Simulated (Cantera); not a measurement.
Charge: 1 mol Ta2O5, a varied amount of H2, 0.042 mol H2O, at 13.3 mbar.

Equilibrium computed with Cantera from the NASA thermochemical tables; the gas is ideal and each condensed phase is pure. Candidate condensed phases: H2O, Ta, Ta2O5; 12 gas species. Mutual solubility and eutectic melting of coexisting phases are not modelled. Condensed phases not in the tables: N, O or C dissolved in the metal. Kinetics and transport are ignored.

Stable condensed phases, one row left out:

```
T in °C \ n(H2) in mol
         0.53  1.1  2.5  5.4   12   25   55  120  260  560 1200 2700
   1677     A    A    A    A    A    A    B    B    B    B    B    B
   1477     A    A    A    A    A    A    A    B    B    B    B    B
   1377     A    A    A    A    A    A    A    A    B    B    B    B
   1277     A    A    A    A    A    A    A    A    A    B    B    B
   1177     A    A    A    A    A    A    A    A    A    A    B    B
   1077     A    A    A    A    A    A    A    A    A    A    A    B
    977     A    A    A    A    A    A    A    A    A    A    A    A
    877     A    A    A    A    A    A    A    A    A    A    A    A
    777     A    A    A    A    A    A    A    A    A    A    A    A
    677     A    A    A    A    A    A    A    A    A    A    A    A
```

A: Ta2O5; B: Ta + Ta2O5.

Give the row for 1577 °C.

0.53: Ta2O5; 1.1: Ta2O5; 2.5: Ta2O5; 5.4: Ta2O5; 12: Ta2O5; 25: Ta2O5; 55: Ta + Ta2O5; 120: Ta + Ta2O5; 260: Ta + Ta2O5; 560: Ta + Ta2O5; 1200: Ta + Ta2O5; 2700: Ta + Ta2O5.
